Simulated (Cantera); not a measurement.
A Cantera script and what it prints.

```python
import numpy as np
import cantera as ct

gas_names = """
    CS2
""".split()
cond_names = """
    C(gr) Ni3S4(s) NiS(b) NiS(a) NiS(L) S(cr1) S(cr2) S(L)
""".split()


# ... load() reads the species with a 1 bar reference pressure and builds the phases ...
species = {s.name: s for s in load("nasa_gas.yaml", gas_names) + load("nasa_condensed.yaml", cond_names)}
# Each term lists the table entries of one substance; the one whose range holds T is used.
reactions = {
    'C + 2 Ni3S4 = CS2(g) + 6 NiS':
        [(-1, ['C(gr)']), (-2, ['Ni3S4(s)']), (1, ['CS2']), (6, ['NiS(b)', 'NiS(a)', 'NiS(L)'])],
    'Ni3S4 = S + 3 NiS':
        [(-1, ['Ni3S4(s)']), (1, ['S(cr1)', 'S(cr2)', 'S(L)']), (3, ['NiS(b)', 'NiS(a)', 'NiS(L)'])],
}


def pick(names, T):
    return next(species[n] for n in names if species[n].thermo.min_temp <= T <= species[n].thermo.max_temp)


results = []
for label, terms in reactions.items():
    print(label)
    print("     T/K   dH/kJ  dS/(J/K)   dG/kJ   log10 K")
    for T in [300, 350, 400, 450, 500, 550, 600]:
        used = [(nu, pick(names, T)) for nu, names in terms]
        dH = sum(nu * s.thermo.h(T) for nu, s in used) / 1e6
        dS = sum(nu * s.thermo.s(T) for nu, s in used) / 1e3
        dG = dH - T * dS / 1e3
        logK = -dG * 1e6 / (ct.gas_constant * T * np.log(10))
        results.append((label, T, dH, dS, dG, logK, [s.name for _, s in used]))
        print(f"{T:8g} {dH:8.1f} {dS:8.1f} {dG:8.1f} {logK:8.2f}")
```

It prints:

```
C + 2 Ni3S4 = CS2(g) + 6 NiS
     T/K   dH/kJ  dS/(J/K)   dG/kJ   log10 K
     300    192.0    177.1    138.8   -24.17
     350    191.4    175.4    130.0   -19.40
     400    190.6    173.4    121.3   -15.84
     450    189.6    170.9    112.7   -13.08
     500    188.2    168.0    104.2   -10.89
     550    186.4    164.6     95.9    -9.11
     600    184.3    160.9     87.7    -7.64
Ni3S4 = S + 3 NiS
     T/K   dH/kJ  dS/(J/K)   dG/kJ   log10 K
     300     37.5      4.5     36.2    -6.29
     350     37.5      4.4     35.9    -5.36
     400     39.6      9.9     35.6    -4.65
     450     40.0     10.8     35.1    -4.08
     500     40.4     11.7     34.5    -3.61
     550     40.5     12.0     34.0    -3.22
     600     40.4     11.7     33.4    -2.90
```

Cantera with NASA thermochemical tables; ideal gases at 1 bar, condensed phases pure. Condensed species are held in their standard states even where they would react or evaporate.
